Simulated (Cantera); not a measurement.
**Adiabatic ignition**

An adiabatic, constant-pressure homogeneous reactor starts with H2 : O2 : N2 = 1 : 1.61 : 15.2 (molar parts), equivalence ratio 0.31, at 1800 K and 12.8 atm.

Detailed kinetics in Cantera: the H2/O2 subset of GRI-Mech 3.0, which has no nitrogen chemistry. The hydrogen kinetics of GRI-Mech 3.0 are dated; newer H2 mechanisms differ, most at raised pressure. The pressure lies above the range GRI-Mech 3.0 was tuned for (to about 10 atm).

```json
[
 {"t (s)": "3.00e-6", "T (K)": "2096", "x H2": "0.00192", "x O2": "0.0609", "x H2O2": "8.32e-7", "x HO2": "3.89e-5", "x OH": "0.00649"},
 {"t (s)": "1.47e-5", "T (K)": "2178", "x H2": "0.000170", "x O2": "0.0634", "x H2O2": "2.33e-7", "x HO2": "5.08e-6", "x OH": "0.00217"},
 {"t (s)": "7.24e-5", "T (K)": "2184", "x H2": "6.53e-5", "x O2": "0.0637", "x H2O2": "1.69e-7", "x HO2": "3.28e-6", "x OH": "0.00138"},
 {"t (s)": "0.000356", "T (K)": "2184", "x H2": "6.51e-5", "x O2": "0.0637", "x H2O2": "1.69e-7", "x HO2": "3.28e-6", "x OH": "0.00138"},
 {"t (s)": "0.00175", "T (K)": "2184", "x H2": "6.51e-5", "x O2": "0.0637", "x H2O2": "1.69e-7", "x HO2": "3.28e-6", "x OH": "0.00138"},
 {"t (s)": "0.00858", "T (K)": "2184", "x H2": "6.51e-5", "x O2": "0.0637", "x H2O2": "1.69e-7", "x HO2": "3.28e-6", "x OH": "0.00138"},
 {"t (s)": "0.0422", "T (K)": "2184", "x H2": "6.51e-5", "x O2": "0.0637", "x H2O2": "1.69e-7", "x HO2": "3.28e-6", "x OH": "0.00138"},
 {"t (s)": "0.207", "T (K)": "2184", "x H2": "6.51e-5", "x O2": "0.0637", "x H2O2": "1.69e-7", "x HO2": "3.28e-6", "x OH": "0.00138"},
 {"t (s)": "1.02", "T (K)": "2184", "x H2": "6.51e-5", "x O2": "0.0637", "x H2O2": "1.69e-7", "x HO2": "3.28e-6", "x OH": "0.00138"},
 {"t (s)": "5.00", "T (K)": "2184", "x H2": "6.51e-5", "x O2": "0.0637", "x H2O2": "1.69e-7", "x HO2": "3.28e-6", "x OH": "0.00138"}
]
```
x: mole fraction; the columns are a selection and need not sum to one.

```json
{
  "time_of_steepest_temperature_rise": "1.23 µs",
  "temperature at 5.00 s": "2184 K",
  "equilibrium_temperature": "2184 K",
  "x(H2) at 5.00 s": "6.51e-5 (gas-phase equilibrium 6.51e-5)",
  "x(O2) at 5.00 s": "0.0637 (gas-phase equilibrium 0.0637)",
  "x(H2O2) at 5.00 s": "1.69e-7 (gas-phase equilibrium 1.69e-7)"
}
```
